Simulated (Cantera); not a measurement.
## Equilibrium for roasting and sulfation: FeS2 + SO2 + CO2 + SO3

A closed system holds: 1 mol FeS2, 0.36 mol SO2, 0.054 mol CO2, 0.051 mol SO3, equilibrated at 1075 °C.

Cantera equilibrium calculation (NASA polynomials, part measured and part estimated; ideal gas, pure solids and liquids). Candidate condensed phases: C, Fe, Fe(CO)5, FeO, FeS, FeSO4, FeS2, Fe2O3, Fe2(SO4)3, Fe3O4, S; 25 gas species. FeS: taken at fixed stoichiometry. Kinetics and transport are ignored.

| P (Pa) | x S2 | x SO2 | x CO2 | x S2O | x CO | x SO | x COS | x S | n FeS(s) |
|---|---|---|---|---|---|---|---|---|---|
| 1000 | 0.489 | 0.444 | 0.0461 | 0.00638 | 0.00886 | 0.00506 | 0.000166 | 4.01e-5 | 1.00 |
| 4600 | 0.489 | 0.443 | 0.0486 | 0.00932 | 0.00639 | 0.00345 | 0.000256 | 1.87e-5 | 1.00 |
| 21000 | 0.487 | 0.442 | 0.0504 | 0.0136 | 0.00454 | 0.00236 | 0.000388 | 8.74e-6 | 1.00 |
| 96000 | 0.484 | 0.439 | 0.0517 | 0.0197 | 0.00318 | 0.00160 | 0.000580 | 4.07e-6 | 1.00 |
| 440000 | 0.479 | 0.436 | 0.0525 | 0.0285 | 0.00221 | 0.00109 | 0.000858 | 1.89e-6 | 1.00 |
| 2000000 | 0.471 | 0.431 | 0.0530 | 0.0409 | 0.00153 | 0.000739 | 0.00126 | 8.80e-7 | 1.00 |
x: gas mole fraction; n: condensed amount in mol.

From 1000 Pa to 2000000 Pa the condensed part is FeS(s).
